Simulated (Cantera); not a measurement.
N2O furnace oxynitridation

An isothermal, constant-pressure homogeneous reactor starts with N₂O : H₂ : N₂ = 1 : 0.0034 : 1.3 (molar parts), at 1275 K and 0.670 bar.

Detailed kinetics in Cantera: GRI-Mech 3.0 (53 species, 325 reactions). GRI-Mech 3.0 was tuned for natural gas; its chemistry of N2O as a main component is partial and can be far from experiment. The mechanism lacks the step 2 NO + O2 → 2 NO2, which can matter for NO2 below about 1400 K. The temperature is held fixed by assumption; the heat of reaction is taken as removed at once.

```tsv
t (s)	x N₂O	x H₂	x NO	x O₂	x N₂	x H₂O	x HO₂
0.000500	0.434	0.00133	4.24e-5	0.000127	0.565	0.000135	3.92e-6
0.00162	0.432	0.000856	0.000136	0.000444	0.566	0.000606	4.58e-6
0.00522	0.429	0.000257	0.000420	0.00148	0.568	0.00121	2.28e-6
0.0169	0.419	2.15e-5	0.00136	0.00473	0.573	0.00144	6.05e-7
0.0545	0.392	5.15e-8	0.00432	0.0146	0.588	0.00145	1.95e-7
0.176	0.317	9.07e-9	0.0121	0.0415	0.628	0.00140	7.21e-8
0.568	0.172	7.31e-9	0.0262	0.0940	0.707	0.00131	2.79e-8
1.84	0.0377	3.35e-9	0.0359	0.144	0.781	0.00123	1.13e-8
5.93	0.00117	3.43e-10	0.0366	0.159	0.802	0.00121	3.13e-9
19.2	4.09e-7	2.06e-10	0.0366	0.159	0.803	0.00121	2.38e-9
61.9	3.66e-7	2.06e-10	0.0365	0.159	0.803	0.00121	2.38e-9
200	3.65e-7	2.06e-10	0.0365	0.159	0.803	0.00121	2.38e-9
```
x: mole fraction; the columns are a selection and need not sum to one.

Equilibrium at this temperature and pressure: N₂O 1.78e-8, H₂ 1.95e-10, NO 0.000316, O₂ 0.178, N₂ 0.821, H₂O 0.00121, HO₂ 2.59e-9 (gas phase only).
